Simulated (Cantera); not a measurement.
An isothermal plug-flow reactor at 623 K and 0.260 bar (inlet), inlet velocity 3.2 m/s, active area per volume 120 1/m; feed H2 : O2 : N2 : H2O = 0.0057 : 0.013 : 0.79 : 0.019 (molar parts), equivalence ratio 0.22.

Cantera simulation using Deutschmann's 1995 Pt surface mechanism with GRI-Mech 3.0 gas chemistry; the numbers are that mechanism's predictions, not measurements. Catalytic surfaces can have several steady states; this one follows from the mechanism file's or the stated starting coverage. Mass transfer to the wall is taken as infinitely fast.

One state of this run: x H2 = 0.00636; x O2 = 0.0154; x H2O = 0.0235; θ free Pt = 0.690; θ O* = 0.296; θ OH* = 0.0137. x: gas mole fraction; θ: surface coverage.

### Question
Which value of z (m) does it belong to?
(A) 0.0018
(B) 0.001
(C) 0.00033
(D) 0.0001

### Answer
D, 0.0001
